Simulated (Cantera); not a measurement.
Mixture: 36.0 % CO, 5.40 % H2, 12.2 % O2, 46.4 % N2, equivalence ratio 1.7, at 0.890 bar, adiabatic and at constant pressure. Ignition delay is the time to a rise of 400 K.

Model: GRI-Mech 3.0 (53 species, 325 reactions), integrated in Cantera. Where the delays flatten at high temperature, the 400 K rule measures the pace of heat release, not the induction time.

Question: Predict: delay at 1150 K; delay at 1250 K; delay at 1350 K; delay at 1450 K.

Answer: 
- delay at 1150 K = 0.134 ms
- delay at 1250 K = 88.5 µs
- delay at 1350 K = 67.9 µs
- delay at 1450 K = 58.4 µs
